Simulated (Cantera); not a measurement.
Input: 1 mol Nb, 0.38 mol H₂O, 8.6 mol H₂.

Method: chemical equilibrium by Gibbs-energy minimisation in Cantera with the NASA 1993 tables (ideal gas, pure condensed phases). Candidate condensed phases: H₂O, Nb, NbO, NbO₂, Nb₂O₅; 12 gas species. Each liquid is taken as pure. Mutual solubility and eutectic melting of coexisting phases are not modelled. NbO: taken at fixed stoichiometry. Condensed phases not in the tables: N, O or C dissolved in the metal. Kinetics and transport are ignored.

Stable condensed phases, one row left out:

```
T in K \ P in Pa
            0.10       1      10     100    1000   10000  100000 1000000
   2798        A       A       B       B       B       B       C       C
   2723        A       A       B       B       B       C       C       C
   2648        A       B       B       B       B       C       C       C
   2573        A       B       B       B       B       C       C       C
   2498        A       B       B       B       B       C       C       C
   2423        B       B       B       B       C       C       C       C
   2348        B       B       B       B       C       C       C       C
   2273        B       B       B       B       C       C       C       C
   2198        B       B       B       C       C       C       C       C
   2048        B       B       C       C       C       C       C       C
```

A: gas only; B: Nb; C: Nb + NbO.

Task: Give the row for 2123 K.

Result: 0.10: Nb; 1: Nb; 10: Nb; 100: Nb + NbO; 1000: Nb + NbO; 10000: Nb + NbO; 100000: Nb + NbO; 1000000: Nb + NbO.
